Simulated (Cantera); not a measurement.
Nitride etching: AlN + H₂O + N₂

Input: 1 mol AlN, a varied amount of H₂O, 7.4 mol N₂, at 1202 °C and 60.0 Pa.

Equilibrium computed with Cantera from the NASA thermochemical tables; the gas is ideal and each condensed phase is pure. Candidate condensed phases: Al, AlN, Al₂O₃, H₂O; 35 gas species. Mutual solubility and eutectic melting of coexisting phases are not modelled. Equilibrium is a limit: real reactors are often held back by kinetics, nucleation or transport.

From 0.26 mol H₂O to 1.4 mol H₂O the condensed part is AlN(s) + Al₂O₃(s). From 1.9 mol H₂O to 14 mol H₂O the condensed part is Al₂O₃(s).

```csv
n(H₂O) (mol),x N₂,x H₂O,x H₂,x H,x OH,x Al,x NO,x O₂,n AlN(s),n Al₂O₃(s)
0.26,0.966,6.05e-8,0.0335,9.69e-5,4.59e-12,1.80e-6,<1e-12,<1e-12,0.827,0.0867
0.37,0.953,8.42e-8,0.0468,0.000115,5.40e-12,1.81e-6,<1e-12,<1e-12,0.753,0.123
0.51,0.937,1.13e-7,0.0630,0.000133,6.23e-12,1.83e-6,<1e-12,<1e-12,0.660,0.170
0.71,0.915,1.51e-7,0.0850,0.000154,7.18e-12,1.85e-6,<1e-12,<1e-12,0.527,0.237
1,0.885,2.01e-7,0.114,0.000179,8.24e-12,1.88e-6,<1e-12,<1e-12,0.333,0.333
1.4,0.849,2.61e-7,0.151,0.000206,9.33e-12,1.92e-6,<1e-12,<1e-12,0.0666,0.467
1.9,0.806,0.0408,0.153,0.000207,1.45e-6,<1e-12,3.50e-8,2.15e-10,0,0.500
2.7,0.745,0.113,0.141,0.000199,4.18e-6,<1e-12,1.01e-7,1.94e-9,0,0.500
3.8,0.675,0.197,0.128,0.000190,7.62e-6,<1e-12,1.84e-7,7.11e-9,0,0.500
5.3,0.598,0.288,0.114,0.000178,1.19e-5,<1e-12,2.86e-7,1.94e-8,0,0.500
7.4,0.516,0.386,0.0980,0.000166,1.71e-5,<1e-12,4.13e-7,4.68e-8,0,0.500
10,0.441,0.475,0.0837,0.000153,2.28e-5,<1e-12,5.50e-7,9.72e-8,0,0.500
14,0.361,0.571,0.0684,0.000139,3.03e-5,<1e-12,7.31e-7,2.10e-7,0,0.500
```
x: gas mole fraction; n: condensed amount in mol.
